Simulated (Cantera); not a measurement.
Input: 1 mol Si, 1.2 mol HBr, 13 mol N2, held at 29.0 Pa.

These are equilibrium values from Cantera (NASA tables, ideal gas, pure condensed phases), not measurements of a reactor. Candidate condensed phases: Br2, Si, Si3N4; 28 gas species. The tables' values for SiBr, SiN are old estimates; treat these amounts as uncertain. The numbers say what is thermodynamically allowed, not how fast it happens. All values below are at 1648 K.

Base state: N2 0.901, H2 0.0334, Br 0.0267, SiBr2 0.0200, HBr 0.0155, SiBr 0.00107, H 0.000955, Si 0.000888 (mole fractions); condensed: Si(s).

**Question.** What changes in the equilibrium state with this change: N2 from 13 to 50 mol?

**Answer.** 
```tsv
species	before	after
N2	0.901	0.970
Br	0.0267	0.0116
H2	0.0334	0.00957
SiBr2	0.0200	0.00378
HBr	0.0155	0.00361
SiBr	0.00107	0.000465
H	0.000955	0.000512
Si2N	1.83e-5	1.90e-5
SiN	1.04e-5	1.08e-5
Si(s), mol	0.683	0.732
```
